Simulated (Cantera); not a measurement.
Chlorosilane synthesis and conversion: SiCl₄ + H₂ + Cl₂

A closed system holds: 1 mol SiCl₄, a varied amount of H₂, 2.3 mol Cl₂, equilibrated at 898 K and 0.133 bar.

Cantera equilibrium calculation (NASA polynomials, part measured and part estimated; ideal gas, pure solids and liquids). Candidate condensed phases: Si; 19 gas species. The numbers say what is thermodynamically allowed, not how fast it happens.

| n(H₂) (mol) | x HCl | x H₂ | x Cl₂ | x SiCl₄ | x SiHCl₃ | x Cl | x SiCl₃ | x SiH₂Cl₂ |
|---|---|---|---|---|---|---|---|---|
| 0.78 | 0.382 | <1e-12 | 0.372 | 0.245 | <1e-12 | 0.000119 | 1.85e-11 | <1e-12 |
| 1.2 | 0.533 | 2.62e-12 | 0.244 | 0.222 | <1e-12 | 9.65e-5 | 2.07e-11 | <1e-12 |
| 1.7 | 0.680 | 8.68e-12 | 0.120 | 0.200 | <1e-12 | 6.76e-5 | 2.66e-11 | <1e-12 |
| 2.6 | 0.780 | 0.0508 | 2.69e-11 | 0.169 | 3.07e-5 | 1.01e-9 | 1.50e-6 | 5.27e-10 |
| 3.9 | 0.639 | 0.222 | 4.14e-12 | 0.139 | 0.000134 | 3.97e-10 | 3.14e-6 | 1.23e-8 |
| 5.9 | 0.500 | 0.391 | 1.44e-12 | 0.108 | 0.000236 | 2.34e-10 | 4.16e-6 | 4.86e-8 |
| 8.8 | 0.380 | 0.537 | <1e-12 | 0.0823 | 0.000323 | 1.52e-10 | 4.87e-6 | 1.20e-7 |
x: gas mole fraction; nothing condenses.

From 0.78 mol H₂ to 8.8 mol H₂ nothing is condensed. The main Si-bearing gas is SiCl₄ throughout.
